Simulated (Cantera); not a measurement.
A perfectly stirred reactor is fed with 0.498 % CH₄, 99.5 % N₂, at 51.0 Torr; it is held at 1900 K, and followed from long to short residence time.

Detailed kinetics in Cantera: GRI-Mech 3.0 (53 species, 325 reactions). GRI-Mech 3.0 stops at C3 and has no aromatics, soot or wall deposition, so with more carbon than oxygen in the feed, carbon stays in small species such as C2H2 where larger ones or solid carbon would form.

x: mole fraction; the columns are a selection and need not sum to one.

```tsv
τ (s)	x CH₄	x C₂H₄	x H	x C₂H₂	x H₂
1.9	0.000114	1.18e-6	0.000118	0.00205	0.00716
0.72	0.000234	3.67e-6	0.000101	0.00215	0.00695
0.28	0.000462	1.03e-5	8.44e-5	0.00211	0.00657
0.11	0.000875	2.66e-5	6.82e-5	(withheld)	0.00588
0.041	0.00162	6.27e-5	5.06e-5	(withheld)	0.00466
0.016	0.00268	0.000108	3.28e-5	(withheld)	0.00295
0.0060	0.00396	9.49e-5	1.48e-5	(withheld)	0.00107
0.0023	0.00469	2.14e-5	5.32e-6	(withheld)	0.000196
0.00089	0.00489	1.92e-6	3.18e-6	(withheld)	4.60e-5
```

Q: Complete the blanks.

A: 
- 0.11, x C₂H₂: 0.00190
- 0.041, x C₂H₂: 0.00146
- 0.016, x C₂H₂: 0.000854
- 0.0060, x C₂H₂: 0.000235
- 0.0023, x C₂H₂: 1.80e-5
- 0.00089, x C₂H₂: 6.02e-7
